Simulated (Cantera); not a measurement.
Cantera run, input and output.

```python
import numpy as np
import cantera as ct

gas = ct.Solution("gri30.yaml")
gas.TPX = 350, 11000, {'CH4': 1, 'O2': 2.22, 'N2': 8.36}
flame = ct.FreeFlame(gas, width=0.19)
flame.set_refine_criteria(ratio=3, slope=0.08, curve=0.16)
flame.transport_model = "mixture-averaged"
flame.solve(loglevel=0, auto=True)
z, T = flame.grid, flame.T
thick = (T[-1] - T[0]) / np.gradient(T, z).max()
show = ['CH4', 'O2', 'CO2', 'CH2O', 'C2H4', 'CH3']
print(f"laminar burning velocity  {flame.velocity[0] * 100:.3f} cm/s")
print(f"burnt temperature         {T[-1]:.1f} K")
print(f"thermal thickness         {thick * 1e3:.4f} mm")
print(f"grid points               {len(z)}")
z0 = z[flame.heat_release_rate.argmax()]
print(f"{'z/mm':>9s}{'T/K':>9s}{'u/(m/s)':>9s}" + "".join(f"{s:>11s}" for s in show))
rows = []
for k in (-3, -2, -1.5, -1, -0.5, -0.25, 0, 0.25, 0.5, 1, 2, 4, 8):
    zz = z0 + k * thick
    rows.append([k * thick, np.interp(zz, z, T), np.interp(zz, z, flame.velocity),
                 *(np.interp(zz, z, flame.X[gas.species_index(s)]) for s in show)])
    print(f"{rows[-1][0] * 1e3:9.3f}{rows[-1][1]:9.1f}{rows[-1][2]:9.3f}" + "".join(f"{x:11.3e}" for x in rows[-1][3:]))
```

Result:

```
laminar burning velocity  74.782 cm/s
burnt temperature         2132.9 K
thermal thickness         2.8092 mm
grid points               163
     z/mm      T/K  u/(m/s)        CH4         O2        CO2       CH2O       C2H4        CH3
   -8.427    350.0    0.748  8.633e-02  1.917e-01  1.578e-09  1.096e-09  4.863e-11  1.833e-09
   -5.618    350.2    0.749  8.623e-02  1.915e-01  8.422e-08  5.429e-08  2.498e-09  4.771e-08
   -4.214    351.8    0.754  8.600e-02  1.911e-01  1.574e-06  8.146e-07  4.483e-08  4.129e-07
   -2.809    381.7    0.821  8.410e-02  1.889e-01  7.056e-05  1.758e-05  1.871e-06  5.455e-06
   -1.405    744.8    1.628  6.388e-02  1.632e-01  2.798e-03  2.355e-04  7.191e-05  2.260e-04
   -0.702   1155.4    2.554  3.641e-02  1.251e-01  9.028e-03  6.829e-04  2.195e-04  1.626e-03
    0.000   1539.1    3.433  9.535e-03  7.902e-02  2.006e-02  6.505e-04  1.645e-04  1.614e-03
    0.702   1689.2    3.773  9.039e-04  5.163e-02  3.262e-02  1.199e-04  1.177e-05  2.143e-04
    1.405   1720.8    3.834  4.910e-05  4.162e-02  4.279e-02  7.473e-06  2.472e-07  1.202e-05
    2.809   1746.1    3.872  1.012e-07  3.618e-02  5.430e-02  1.615e-08  7.360e-11  2.654e-08
    5.618   1776.6    3.924  2.577e-11  3.381e-02  6.091e-02  1.173e-11  4.288e-15  7.253e-12
   11.237   1817.8    4.002  1.619e-15  3.243e-02  6.301e-02  6.579e-12  8.171e-20  5.625e-16
   22.473   1875.4    4.113  2.654e-18  3.079e-02  6.479e-02  5.718e-12  2.675e-27  3.117e-17
```

Cantera simulation using GRI-Mech 3.0 (53 species, 325 reactions); the numbers are that mechanism's predictions, not measurements. Burning velocities carry a grid error of a few per cent, more on coarse grids.
